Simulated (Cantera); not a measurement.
Standard-state values (1 bar) from the NASA 1993 polynomials, evaluated with Cantera. Values are per mole of reaction as written; species without (g) are pure solids or liquids, kept so even where they would boil at 1 bar.

Question: Between 925 and 1100 K, where is each reaction favourable under standard conditions?
- 2 H2O(g) + Zr → ZrO2 + 2 H2(g)

Answer: 
- 2 H2O(g) + Zr → ZrO2 + 2 H2(g): ΔG° is -528 kJ at 925 K and -516 kJ at 1100 K; it stays negative (K > 1). ΔH° is -593 kJ and ΔS° -70 J/K at 1100 K.
